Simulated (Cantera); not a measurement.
NO annealing gas

A perfectly stirred reactor is fed with NO : N₂ : H₂O = 1 : 11 : 0.017 (molar parts), at 13300 Pa; it is held at 1800 K, and followed from long to short residence time.

Computed with Cantera and GRI-Mech 3.0 (53 species, 325 reactions).

```json
[
 {"τ (s)": "25", "x NO": "0.0685", "x O": "2.98e-5", "x N₂O": "1.79e-6", "x O₂": "0.00733", "x NO₂": "1.18e-5", "x N₂": "0.923"},
 {"τ (s)": "7.8", "x NO": "0.0785", "x O": "1.75e-5", "x N₂O": "2.34e-6", "x O₂": "0.00235", "x NO₂": "7.72e-6", "x N₂": "0.918"},
 {"τ (s)": "2.4", "x NO": "0.0818", "x O": "1.01e-5", "x N₂O": "2.51e-6", "x O₂": "0.000693", "x NO₂": "4.45e-6", "x N₂": "0.916"},
 {"τ (s)": "0.76", "x NO": "0.0828", "x O": "6.15e-6", "x N₂O": "2.49e-6", "x O₂": "0.000216", "x NO₂": "2.61e-6", "x N₂": "0.916"},
 {"τ (s)": "0.24", "x NO": "0.0831", "x O": "3.94e-6", "x N₂O": "2.40e-6", "x O₂": "7.13e-5", "x NO₂": "1.70e-6", "x N₂": "0.915"},
 {"τ (s)": "0.074", "x NO": "0.0832", "x O": "2.68e-6", "x N₂O": "2.23e-6", "x O₂": "2.28e-5", "x NO₂": "1.44e-6", "x N₂": "0.915"},
 {"τ (s)": "0.023", "x NO": "0.0832", "x O": "1.77e-6", "x N₂O": "1.75e-6", "x O₂": "4.46e-6", "x NO₂": "1.34e-6", "x N₂": "0.915"},
 {"τ (s)": "0.0072", "x NO": "0.0832", "x O": "6.36e-7", "x N₂O": "9.95e-7", "x O₂": "1.75e-7", "x NO₂": "4.73e-7", "x N₂": "0.915"},
 {"τ (s)": "0.0022", "x NO": "0.0832", "x O": "2.52e-7", "x N₂O": "4.03e-7", "x O₂": "5.98e-9", "x NO₂": "8.09e-8", "x N₂": "0.915"}
]
```
x: mole fraction; the columns are a selection and need not sum to one.
